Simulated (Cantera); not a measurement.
Cantera run:

```python
import numpy as np
import cantera as ct

gas_names = """
    C CH CH2 CH3 CH2OH CH3O CH4 CH3OH CN CO CO2 COOH C2 C2H CHCO,ketyl C2H2,acetylene C2H2,vinylidene
    CH2CO,ketene C2H3,vinyl CH3CN CH3CO,acetyl C2H4 C2H4O,ethylen CH3CHO,ethanal CH3COOH (HCOOH)2 C2H5
    C2H6 CH3OCH3 C2H5OH CCN CNC C2N2 C2O C3 C3H3,propargyl C3H4,allene C3H4,propyne C3H4,cyclo-
    C3H5,allyl C3H6,propylene C3H6,cyclo- C3H6O C3H7,n-propyl C3H7,i-propyl C3H8 C3H8O,1propanol
    C3H8O,2propanol C3O2 C4 C4H2 C4H4,1,3-cyclo- C4H6,butadiene C4H6,2-butyne C4H6,cyclo- C4H8,1-butene
    C4H8,cis2-buten C4H8,tr2-butene C4H8,isobutene C4H8,cyclo- (CH3COOH)2 C4H9,n-butyl C4H9,i-butyl
    C4H9,s-butyl C4H9,t-butyl C4H10,isobutane C4H10,n-butane C4N2 C5 C5H6,1,3cyclo- C5H8,cyclo-
    C5H10,1-pentene C5H10,cyclo- C5H11,pentyl C5H11,t-pentyl C5H12,n-pentane C5H12,i-pentane
    CH3C(CH3)2CH3 C6H2 C6H5,phenyl C6H5O,phenoxy C6H6 C6H5OH,phenol C6H10,cyclo- C6H12,1-hexene
    C6H12,cyclo- C6H13,n-hexyl C7H7,benzyl C7H8 C7H8O,cresol C7H14,1-heptene C7H15,n-heptyl
    C7H16,n-heptane C8H8,styrene C8H10,ethylbenz C8H16,1-octene C8H17,n-octyl C8H18,isooctane
    C8H18,n-octane C9H19,n-nonyl C10H8,naphthale C10H21,n-decyl C12H9,o-bipheny C12H10,bipheny H HCN HCO
    HCCN HNC HNCO HNO HNO2 HNO3 HO2 H2 HCHO,formaldehy HCOOH H2O H2O2 N NCO NH NH2 NH3 NH2OH NO NO2 NO3
    N2 N2H2 N2H4 N2O O OH O2 O3 Si SiC SiC2 SiC4H12 SiH SiH2 SiH3 SiH4 SiN SiO SiO2 Si2 Si2C Si2N Si3
""".split()
cond_names = """
    C(gr) C6H6(L) C7H8(L) C8H18(L),n-octa H2O(s) H2O(L) Si(cr) Si(L) SiC(b) SiO2(Lqz) SiO2(hqz) SiO2(L)
    Si2N2O(s) Si3N4(a)
""".split()


def load(file, names, dense=False):
    # The tables refer to 1 bar. Condensed volumes are neglected.
    table = {s.name: s for s in ct.Species.list_from_file(file)}
    out = []
    for n in names:
        d = dict(table[n].input_data)
        d["thermo"] = dict(d["thermo"], **{"reference-pressure": 1e5})
        if dense:
            d["equation-of-state"] = {"model": "constant-volume", "density": "1e6 g/cm^3"}
        out.append(ct.Species.from_dict(d))
    return out


gas = ct.Solution(thermo="ideal-gas", species=load("nasa_gas.yaml", gas_names))
cond = {s.name: ct.Solution(thermo="fixed-stoichiometry", species=[s], name=s.name)
        for s in load("nasa_condensed.yaml", cond_names, dense=True)}
atoms = {
    'SiC': {'Si': 1, 'C': 1},
    'H2O': {'H': 2, 'O': 1},
    'N2': {'N': 2},
}
top_T = {'C(gr)': 4500, 'SiC(b)': 3050, 'Si2N2O(s)': 2100, 'Si3N4(a)': 2400}  # K; cautious upper limits of use, not melting points


def equilibrate(T, P, feed):
    n = {}
    for name, mol in feed.items():
        for a, k in atoms[name].items():
            n[a] = n.get(a, 0.0) + k * mol
    gas.TPX = T, P, n
    mass = sum(n.values()) * gas.mean_molecular_weight
    gas.equilibrate("TP")
    valid = [c for c in cond.values() if c.min_temp <= T <= top_T.get(c.name, c.max_temp)]
    mix = ct.Mixture([(gas, mass / gas.mean_molecular_weight)] + [(c, 0.0) for c in valid])
    mix.T, mix.P = T, P
    mix.equilibrate("TP", solver="vcs", rtol=1e-11, max_steps=5000)
    return mix


results = []
feed = {'SiC': 1, 'H2O': 0.86, 'N2': 44}  # mol
P = 310000  # Pa
for T in [998, 1023, 1048, 1073, 1098, 1123, 1148, 1173, 1198, 1223, 1248, 1273]:
    mix = equilibrate(T, P, feed)
    results.append((T, P, feed, dict(zip(mix.species_names, mix.species_moles))))

top = {s: max(r[3][s] / sum(r[3][g] for g in gas_names) for r in results) for s in gas_names}
cols = sorted((s for s in top if top[s] > 0.0001), key=lambda s: -top[s])[:5]
seen = [c for c in cond_names if any(r[3].get(c, 0) > 1e-12 for r in results)]
print("log10 of partial pressures in bar; condensed amounts in mol")
print(f"{'T/K':>10s}" + "".join(f"{s[:9]:>10s}" for s in cols + seen))
for T, P, feed, n in results:
    ng = sum(n[g] for g in gas_names)
    print(f"{T:10.4g}" + "".join(f"{np.log10(max(n[s] / ng * P / 1e5, 1e-99)):10.3f}" for s in cols)
          + "".join(f"{n.get(c, 0):10.4g}" for c in seen))
```

Output:

```
log10 of partial pressures in bar; condensed amounts in mol
       T/K        N2        H2        CO       CH4     C(gr) SiO2(hqz) Si2N2O(s)
       998     0.483    -1.228    -3.279    -3.466    0.9875    0.2348    0.3826
      1023     0.483    -1.226    -3.052    -3.578    0.9834    0.2314    0.3843
      1048     0.483    -1.226    -2.836    -3.685     0.976    0.2259    0.3871
      1073     0.483    -1.225    -2.630    -3.788    0.9639    0.2174    0.3913
      1098     0.482    -1.225    -2.433    -3.887     0.945    0.2045    0.3978
      1123     0.482    -1.225    -2.245    -3.982    0.9167    0.1853    0.4073
      1148     0.482    -1.225    -2.066    -4.073    0.8751    0.1574    0.4213
      1173     0.481    -1.225    -1.895    -4.161    0.8153    0.1175    0.4413
      1198     0.480    -1.225    -1.731    -4.245     0.731   0.06115    0.4694
      1223     0.479    -1.226    -1.604    -4.327    0.6393         0       0.5
      1248     0.479    -1.226    -1.603    -4.404    0.6391         0       0.5
      1273     0.479    -1.226    -1.603    -4.478    0.6389         0       0.5
```

Equilibrium computed with Cantera from the NASA thermochemical tables; the gas is ideal and each condensed phase is pure. N2 is the only nitrogen source here; it is nearly inert below about 1500 K, so the nitride shown seldom forms there in practice. Mutual solubility and eutectic melting of coexisting phases are not modelled. The tables hold silica as quartz up to 1696 K and as liquid above; real silica turns to tridymite and cristobalite and melts near 1996 K.
